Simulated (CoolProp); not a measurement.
Vapour-liquid equilibrium of R245fa (1) + n-pentane (2) at 232 kPa; x and y are mole fractions of (1).

Model: multi-fluid Helmholtz-energy mixture model, Akasaka 2015 and Thol 2019; pair parameters Bell 2016, in CoolProp.

| x | bubble temperature, mixture model (K) | bubble temperature, Raoult's law (K) | y, mixture model | y, Raoult's law |
|---|---|---|---|---|
| 0.05 | 323.1 | 333.9 | ? | 0.102 |
| 0.15 | ? | 330.3 | ? | 0.276 |
| 0.25 | 308.1 | 327.1 | 0.626 | 0.418 |
| 0.35 | ? | 324.3 | 0.653 | 0.538 |
| 0.45 | 306.3 | 321.7 | 0.665 | 0.639 |
| 0.55 | 306.1 | 319.4 | ? | 0.726 |
| 0.65 | 305.9 | 317.2 | 0.690 | 0.801 |
| 0.75 | 305.9 | 315.2 | ? | 0.867 |
| 0.85 | 306.5 | 313.4 | ? | 0.925 |
| 0.95 | 308.6 | 311.6 | 0.891 | 0.976 |

What belongs in the gaps?


- 0.05, y, mixture model: 0.327
- 0.15, bubble temperature, mixture model (K): 311.9
- 0.15, y, mixture model: 0.556
- 0.35, bubble temperature, mixture model (K): 306.8
- 0.55, y, mixture model: 0.675
- 0.75, y, mixture model: 0.717
- 0.85, y, mixture model: 0.772

The largest gap from Raoult's law is -19.0 K in bubble temperature, at x = 0.25. y crosses x between x = 0.65 and 0.75: the model has an azeotrope there.

The pair parameters rest on a limited set of measurements; away from them the model extrapolates. With so large a gap from Raoult's law the liquid may split in two, which this calculation doesn't test in full.
